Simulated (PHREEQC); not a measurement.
## Hard or scaling water (model solution)

Solution (25 °C): 9.7e-05 mol CaSO4 and 0.00022 mol NaHCO3 per kg of water. Closed to the air; pH follows from the charge balance.

Equilibrium calculation in PHREEQC: Pitzer model, pitzer.dat.

```yaml
pH: 8.17
ionic_strength: 0.000610 mol/kgw
osmotic_coefficient: 0.982
total_alkalinity: 0.220 meq/kg
```

```json
[
 {"species": "Na+", "molality": "0.000220", "activity": "0.000214", "log γ": "-0.011"},
 {"species": "HCO3-", "molality": "0.000215", "activity": "0.000210", "log γ": "-0.011"},
 {"species": "Ca+2", "molality": "9.70e-5", "activity": "8.58e-5", "log γ": "-0.053"},
 {"species": "SO4-2", "molality": "9.70e-5", "activity": "8.58e-5", "log γ": "-0.053"},
 {"species": "CO2", "molality": "3.12e-6", "activity": "3.12e-6", "log γ": "0.000"},
 {"species": "CO3-2", "molality": "1.59e-6", "activity": "1.42e-6", "log γ": "-0.049"},
 {"species": "OH-", "molality": "1.54e-6", "activity": "1.49e-6", "log γ": "-0.013"}
]
```

Precipitation was switched off in this run.
